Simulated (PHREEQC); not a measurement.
Leach liquor

Consider water at 87 °C with 2.4 mmol/kgw HCl, 0.14 mmol/kgw KHSO4 and 11 mmol/kgw NiSO4. Closed to the air; pH follows from the charge balance.

The numbers come from PHREEQC with the ion-association model, wateq4f.dat.

- pH: 3.06
- ionic strength: 0.0304 mol/kgw
- total alkalinity: -2.54 meq/kg

```
species     molality  activity   log γ
----------  --------  --------  ------
Ni+2         0.00765   0.00363  -0.324
SO4-2        0.00627   0.00304  -0.314
NiSO4        0.00333   0.00335   0.003
Cl-          0.00238   0.00196  -0.083
HSO4-        0.00154   0.00128  -0.080
H+           0.00100  0.000861  -0.066
K+          0.000133  0.000110  -0.083
NiCl+        2.16e-5   1.79e-5  -0.081
KSO4-        6.87e-6   5.75e-6  -0.077
Ni(SO4)2-2   7.42e-7   3.52e-7  -0.324
NiCl2        1.27e-7   1.27e-7   0.003
NiOH+        2.59e-8   2.15e-8  -0.081
```

Precipitation was switched off in this run. Species that the database lacks are ignored. Away from 25 °C the constants follow the database's enthalpies or fits; those with neither stay at their 25 °C values.
